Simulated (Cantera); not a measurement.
An adiabatic, constant-pressure homogeneous reactor starts with H2 : O2 : N2 : NO = 1 : 1.06 : 4 : 0.0068 (molar parts), at 1148 K and 100000 Pa. Integrator tolerance rtol = 1e-08.

Computed with Cantera and GRI-Mech 3.0 (53 species, 325 reactions). The mechanism lacks 2 NO + O2 → 2 NO2 and HONO, so NO2 and the effect of NO are under-described below about 1400 K.

```tsv
quantity	before	after
time of steepest temperature rise	65.2 µs	43.4 µs
temperature at 9.00 s	2261 K	2282 K
equilibrium temperature	2261 K	2282 K
x(H2) at 9.00 s	0.000948 (gas-phase equilibrium 0.000948)	0.000342 (gas-phase equilibrium 0.000342)
x(O2) at 9.00 s	0.0945 (gas-phase equilibrium 0.0945)	0.0951 (gas-phase equilibrium 0.0951)
x(NO) at 9.00 s	0.00926 (gas-phase equilibrium 0.00926)	0.00971 (gas-phase equilibrium 0.00971)
x(NO2) at 9.00 s	7.27e-6 (gas-phase equilibrium 7.27e-6)	2.36e-5 (gas-phase equilibrium 2.36e-5)
x(HO2) at 9.00 s	5.23e-6 (gas-phase equilibrium 5.23e-6)	1.00e-5 (gas-phase equilibrium 1.00e-5)
x(H) at 9.00 s	0.000245 (gas-phase equilibrium 0.000245)	5.19e-5 (gas-phase equilibrium 5.19e-5)
```

### Question
What was changed between the two runs?
A) pressure from 100000 Pa to 1500000 Pa
B) pressure from 100000 Pa to 500000 Pa
C) pressure from 100000 Pa to 1000000 Pa
D) initial temperature 1148 to 1200 K

### Answer
C, pressure from 100000 Pa to 1000000 Pa
